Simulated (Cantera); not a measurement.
What does this Cantera script print?

```python
import numpy as np
import cantera as ct

gas_names = """
    Cu CuF CuF2 Cu2 F F2 H HF H2 H2F2 H3F3 H4F4 H5F5 H6F6 H7F7
""".split()
cond_names = """
    Cu(cr) Cu(L) CuF2(s) CuF2(L)
""".split()


def load(file, names, dense=False):
    # The tables refer to 1 bar. Condensed volumes are neglected.
    table = {s.name: s for s in ct.Species.list_from_file(file)}
    out = []
    for n in names:
        d = dict(table[n].input_data)
        d["thermo"] = dict(d["thermo"], **{"reference-pressure": 1e5})
        if dense:
            d["equation-of-state"] = {"model": "constant-volume", "density": "1e6 g/cm^3"}
        out.append(ct.Species.from_dict(d))
    return out


gas = ct.Solution(thermo="ideal-gas", species=load("nasa_gas.yaml", gas_names))
cond = {s.name: ct.Solution(thermo="fixed-stoichiometry", species=[s], name=s.name)
        for s in load("nasa_condensed.yaml", cond_names, dense=True)}
atoms = {
    'CuF2': {'Cu': 1, 'F': 2},
    'H2': {'H': 2},
}
top_T = {}  # K; cautious upper limits of use, not melting points


def equilibrate(T, P, feed):
    n = {}
    for name, mol in feed.items():
        for a, k in atoms[name].items():
            n[a] = n.get(a, 0.0) + k * mol
    gas.TPX = T, P, n
    mass = sum(n.values()) * gas.mean_molecular_weight
    gas.equilibrate("TP")
    valid = [c for c in cond.values() if c.min_temp <= T <= top_T.get(c.name, c.max_temp)]
    mix = ct.Mixture([(gas, mass / gas.mean_molecular_weight)] + [(c, 0.0) for c in valid])
    mix.T, mix.P = T, P
    mix.equilibrate("TP", solver="vcs", rtol=1e-11, max_steps=5000)
    return mix


results = []
feed = {'CuF2': 1, 'H2': 5.5}  # mol
P = 1000  # Pa
for T in [675, 825, 975, 1125, 1275, 1425, 1575, 1725]:
    mix = equilibrate(T, P, feed)
    results.append((T, P, feed, dict(zip(mix.species_names, mix.species_moles))))

top = {s: max(r[3][s] / sum(r[3][g] for g in gas_names) for r in results) for s in gas_names}
cols = sorted((s for s in top if top[s] > 0.001), key=lambda s: -top[s])[:6]
seen = [c for c in cond_names if any(r[3].get(c, 0) > 1e-12 for r in results)]
print("log10 of partial pressures in bar; condensed amounts in mol")
print(f"{'T/K':>10s}" + "".join(f"{s[:9]:>10s}" for s in cols + seen))
for T, P, feed, n in results:
    ng = sum(n[g] for g in gas_names)
    print(f"{T:10.4g}" + "".join(f"{np.log10(max(n[s] / ng * P / 1e5, 1e-99)):10.3f}" for s in cols)
          + "".join(f"{n.get(c, 0):10.4g}" for c in seen))
```

It prints:

```
log10 of partial pressures in bar; condensed amounts in mol
       T/K        H2        HF        Cu         H    Cu(cr)     Cu(L)
       675    -2.160    -2.512   -19.226   -15.286         1         0
       825    -2.160    -2.512   -14.509   -12.180         1         0
       975    -2.160    -2.512   -11.254   -10.021         1         0
      1125    -2.160    -2.512    -8.874    -8.432         1         0
      1275    -2.160    -2.512    -7.063    -7.212    0.9999         0
      1425    -2.160    -2.512    -5.663    -6.246         0    0.9985
      1575    -2.161    -2.513    -4.563    -5.462         0    0.9814
      1725    -2.170    -2.523    -3.660    -4.816         0    0.8503
```

Cantera equilibrium calculation (NASA polynomials, part measured and part estimated; ideal gas, pure solids and liquids).
